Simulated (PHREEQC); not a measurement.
Ca(OH)2 is added in steps, without added water, to 1 kg of water holding 0.0016 mol/kgw Pb(NO3)2 and 0.0037 mol/kgw KNO3, at 20 °C. Oxygen is held at 0.21 atm. The system is closed to CO2. Nothing may precipitate in this run.

Base run: PHREEQC, ion-association model, wateq4f.dat. Each further column changes one thing. The table gives Pb+2 (mol/kgw).

```tsv
Ca(OH)2 added (mol)	base	diluted 5-fold with water	KNO3 from 0.0037 to 0.00185 mol/kgw	solids may form
0	0.00149	0.000312	___	0.00149
0.00069	0.000441	4.24e-9	0.000447	0.000441
0.00161	8.29e-8	9.21e-11	___	2.21e-7
0.0023	1.85e-8	2.06e-11	1.78e-8	5.76e-10
0.00299	3.49e-9	___	___	1.79e-10
0.00391	4.16e-10	___	___	8.15e-11
0.0046	1.23e-10	___	1.19e-10	5.61e-11
```

What belongs in the gaps?


- 0, KNO3 from 0.0037 to 0.00185 mol/kgw: 0.00152
- 0.00161, KNO3 from 0.0037 to 0.00185 mol/kgw: 8.07e-8
- 0.00299, diluted 5-fold with water: 7.05e-12
- 0.00299, KNO3 from 0.0037 to 0.00185 mol/kgw: 3.34e-9
- 0.00391, diluted 5-fold with water: 2.42e-12
- 0.00391, KNO3 from 0.0037 to 0.00185 mol/kgw: 4.01e-10
- 0.0046, diluted 5-fold with water: 1.29e-12

In at least one series the solution becomes supersaturated in solids that the run did not let form, among them Litharge.  Solids allowed in the column 'solids may form': Portlandite, Litharge.
